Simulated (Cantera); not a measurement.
A Cantera script and what it prints.

```python
import numpy as np
import cantera as ct

gas_names = """
    B BH BH2 BH3 BO BO2 B2 B2O B2O2 B2O3 B3O3H3 H HBO HBO2 HO2 H2 H2O H2O2 H3B3O6 O OH O2 O3
""".split()
cond_names = """
    B(b) B(L) B2O3(L) B3O3H3(cr) H2O(s) H2O(L)
""".split()


# ... load() reads the species with a 1 bar reference pressure and builds the phases ...
atoms = {
    'B2O3': {'B': 2, 'O': 3},
    'H2': {'H': 2},
    'H2O': {'H': 2, 'O': 1},
}
top_T = {}  # K; cautious upper limits of use, not melting points


# ... equilibrate(T, P, feed) seeds the gas with the atoms and calls Mixture.equilibrate('TP', solver="vcs", rtol=1e-11, max_steps=5000) ...
results = []
feed = {'B2O3': 1, 'H2': 6, 'H2O': 1.7}  # mol
P = 1000  # Pa
for T in [1750, 1800, 1850, 1900, 1950, 2000, 2050, 2100, 2150, 2200, 2250, 2300]:
    mix = equilibrate(T, P, feed)
    results.append((T, P, feed, dict(zip(mix.species_names, mix.species_moles))))
    x = sorted(zip(gas.X, gas.species_names), reverse=True)
    print(f"T = {T:g} K  P = {P:g} Pa  gas = {mix.phase_moles(0):.4g} mol")
    print("   x: " + "  ".join(f"{s} {v:.3e}" for v, s in x if v > 0.0001))
    print("   condensed (mol): " + ("  ".join(f"{mix.phase(i).name} {mix.phase_moles(i):.4g}"
          for i in range(1, mix.n_phases) if mix.phase_moles(i) > 1e-12) or "none"))
```

Result:

```
T = 1750 K  P = 1000 Pa  gas = 8.709 mol
   x: H2 6.854e-01  HBO2 1.838e-01  H2O 1.046e-01  B2O3 2.154e-02  HBO 2.480e-03  H 1.925e-03  BO 1.314e-04
   condensed (mol): none
T = 1800 K  P = 1000 Pa  gas = 8.714 mol
   x: H2 6.839e-01  HBO2 1.808e-01  H2O 1.063e-01  B2O3 2.265e-02  HBO 2.988e-03  H 2.961e-03  BO 2.305e-04
   condensed (mol): none
T = 1850 K  P = 1000 Pa  gas = 8.722 mol
   x: H2 6.820e-01  HBO2 1.778e-01  H2O 1.080e-01  B2O3 2.368e-02  H 4.449e-03  HBO 3.552e-03  BO 3.911e-04  BO2 1.039e-04
   condensed (mol): none
T = 1900 K  P = 1000 Pa  gas = 8.732 mol
   x: H2 6.794e-01  HBO2 1.747e-01  H2O 1.097e-01  B2O3 2.461e-02  H 6.541e-03  HBO 4.171e-03  BO 6.432e-04  BO2 1.672e-04
   condensed (mol): none
T = 1950 K  P = 1000 Pa  gas = 8.747 mol
   x: H2 6.759e-01  HBO2 1.715e-01  H2O 1.114e-01  B2O3 2.542e-02  H 9.425e-03  HBO 4.838e-03  BO 1.027e-03  BO2 2.625e-04  OH 1.410e-04  B2O2 1.018e-04
   condensed (mol): none
T = 2000 K  P = 1000 Pa  gas = 8.768 mol
   x: H2 6.715e-01  HBO2 1.681e-01  H2O 1.131e-01  B2O3 2.610e-02  H 1.333e-02  HBO 5.545e-03  BO 1.597e-03  BO2 4.024e-04  OH 2.241e-04  B2O2 1.247e-04
   condensed (mol): none
T = 2050 K  P = 1000 Pa  gas = 8.796 mol
   x: H2 6.657e-01  HBO2 1.646e-01  H2O 1.148e-01  B2O3 2.661e-02  H 1.851e-02  HBO 6.277e-03  BO 2.417e-03  BO2 6.033e-04  OH 3.489e-04  B2O2 1.499e-04
   condensed (mol): none
T = 2100 K  P = 1000 Pa  gas = 8.834 mol
   x: H2 6.583e-01  HBO2 1.607e-01  H2O 1.166e-01  B2O3 2.692e-02  H 2.528e-02  HBO 7.018e-03  BO 3.568e-03  BO2 8.858e-04  OH 5.329e-04  B2O2 1.767e-04
   condensed (mol): none
T = 2150 K  P = 1000 Pa  gas = 8.883 mol
   x: H2 6.490e-01  HBO2 1.566e-01  H2O 1.183e-01  H 3.398e-02  B2O3 2.701e-02  HBO 7.745e-03  BO 5.138e-03  BO2 1.275e-03  OH 7.996e-04  B2O2 2.043e-04
   condensed (mol): none
T = 2200 K  P = 1000 Pa  gas = 8.947 mol
   x: H2 6.374e-01  HBO2 1.519e-01  H2O 1.199e-01  H 4.496e-02  B2O3 2.683e-02  HBO 8.429e-03  BO 7.225e-03  BO2 1.801e-03  OH 1.181e-03  B2O2 2.314e-04
   condensed (mol): none
T = 2250 K  P = 1000 Pa  gas = 9.03 mol
   x: H2 6.232e-01  HBO2 1.468e-01  H2O 1.215e-01  H 5.863e-02  B2O3 2.637e-02  BO 9.920e-03  HBO 9.039e-03  BO2 2.497e-03  OH 1.717e-03  B2O2 2.563e-04  O 1.114e-04
   condensed (mol): none
T = 2300 K  P = 1000 Pa  gas = 9.134 mol
   x: H2 6.059e-01  HBO2 1.410e-01  H2O 1.229e-01  H 7.533e-02  B2O3 2.559e-02  BO 1.330e-02  HBO 9.543e-03  BO2 3.399e-03  OH 2.463e-03  B2O2 2.774e-04  O 2.090e-04
   condensed (mol): none
```

Method: chemical equilibrium by Gibbs-energy minimisation in Cantera with the NASA 1993 tables (ideal gas, pure condensed phases).
